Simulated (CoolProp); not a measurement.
Vapour-liquid equilibrium of R143a (1) + R1234yf (2) at 273.1 K; x and y are mole fractions of (1).

The numbers come from the multi-fluid Helmholtz-energy mixture model, Lemmon and Jacobsen 2000 and Lemmon 2022; pair parameters Bell 2016 in CoolProp.

### Question
Give the bubble pressure and the first vapour's composition at x = 0.35, 0.45, 0.75. Is there an azeotrope?

### Answer
x = 0.35: 4.277 bar, y = 0.495; x = 0.45: 4.578 bar, y = 0.594; x = 0.75: 5.459 bar, y = 0.836. No azeotrope shows between x = 0.05 and 0.95.

The pair parameters rest on a limited set of measurements; away from them the model extrapolates.
